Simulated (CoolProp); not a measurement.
The fluid at 298.15 K and 9.81 MPa flows at 0.32 m/s in a round tube of 20 mm bore and 15 µm roughness, fully developed (64/Re and Nu = 3.66 if laminar; Colebrook and Gnielinski if turbulent). The same conditions are run with several fluids, on thermodynamics alone (safety and materials aside).

Computed with CoolProp (reference Helmholtz-energy equation of state of each fluid (R142b: Lemmon 2006; n-pentane: Thol 2019; R507A: Lemmon 2003; ethylbenzene: Zhou 2012; n-decane: Lemmon 2006)). Blends and air are pseudo-pure fits.

Rank R142b, n-pentane, R507A, ethylbenzene, n-decane by Reynolds number, highest first.

R507A (44400), R142b (28000), n-pentane (19700), ethylbenzene (8390), n-decane (4950)

```json
[
 {"fluid": "R142b", "Darcy friction factor": "0.0257", "pressure drop (Pa/m)": "75.1", "heat-transfer coefficient (W/(m² K))": "707", "mass flow (kg/h)": "413"},
 {"fluid": "n-pentane", "Darcy friction factor": "0.0275", "pressure drop (Pa/m)": "44.6", "heat-transfer coefficient (W/(m² K))": "711", "mass flow (kg/h)": "229"},
 {"fluid": "R507A", "Darcy friction factor": "0.0237", "pressure drop (Pa/m)": "68.2", "heat-transfer coefficient (W/(m² K))": "813", "mass flow (kg/h)": "406"},
 {"fluid": "ethylbenzene", "Darcy friction factor": "0.0334", "pressure drop (Pa/m)": "74.4", "heat-transfer coefficient (W/(m² K))": "483", "mass flow (kg/h)": "315"},
 {"fluid": "n-decane", "Darcy friction factor": "0.0383", "pressure drop (Pa/m)": "72.0", "heat-transfer coefficient (W/(m² K))": "350", "mass flow (kg/h)": "266"}
]
```

Transport values come from each fluid's own correlations; those of R142b, n-pentane, ethylbenzene are estimates that may be off by 10 % or more.
